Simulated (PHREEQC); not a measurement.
Consider water at 25 °C with 0.023 mol MnSO4 and 0.00023 mol Ca(NO3)2 per kg of water. Closed to the air; pH follows from the charge balance.

All values are PHREEQC results (ion-association model, wateq4f.dat), not measurements.

* **pH**: 6.46
* **ionic strength**: 0.0606 mol/kgw

| species | molality | activity | log γ |
|---|---|---|---|
| Mn+2 | 0.0151 | 0.00692 | -0.338 |
| SO4-2 | 0.0150 | 0.00654 | -0.360 |
| MnSO4 | 0.00793 | 0.00804 | 0.006 |
| NO3- | 0.000460 | 0.000365 | -0.101 |
| Ca+2 | 0.000146 | 6.55e-5 | -0.348 |
| CaSO4 | 8.42e-5 | 8.54e-5 | 0.006 |
| MnOH+ | 6.38e-7 | 5.19e-7 | -0.089 |
| H+ | 4.05e-7 | 3.42e-7 | -0.073 |
| HSO4- | 2.69e-7 | 2.18e-7 | -0.092 |
| OH- | 3.66e-8 | 2.92e-8 | -0.098 |
| Mn(NO3)2 | 3.61e-9 | 3.66e-9 | 0.006 |

Precipitation was switched off in this run.
